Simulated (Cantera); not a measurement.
Transport properties of process gases

Gas mixture: C2H2 : H2 = 0.82 : 0.65 (molar parts), at 2670 Pa, frozen composition.

Cantera's kinetic-theory transport with the Lennard-Jones parameters of GRI-Mech 3.0, ideal gas; thermal conductivity in the mixture-averaged form. The composition is frozen, though it would react at the higher temperatures.

| T (K) | ρ (kg/m³) | cp (J/kg/K) | μ (µPa s) | λ (mW/m/K) | Pr | D (cm²/s) C2H2 | D (cm²/s) NO | D (cm²/s) O |
|---|---|---|---|---|---|---|---|---|
| 400 | 0.0124 | 2659 | 14.0 | 89.1 | 0.419 | 38.9 | 16.0 | 24.4 |
| 600 | 0.00824 | 2942 | 19.3 | 126 | 0.450 | 77.5 | 32.5 | 49.2 |
| 800 | 0.00618 | 3145 | 23.9 | 162 | 0.465 | 125 | 53.0 | 80.1 |
| 1000 | 0.00494 | 3322 | 27.9 | 196 | 0.473 | 182 | 77.1 | 116 |
| 1200 | 0.00412 | 3482 | 31.6 | 230 | 0.479 | 246 | 105 | 158 |
| 1400 | 0.00353 | 3617 | 35.0 | 263 | 0.483 | 318 | 135 | 204 |
D: mixture-averaged diffusion coefficient of that species in the mixture.
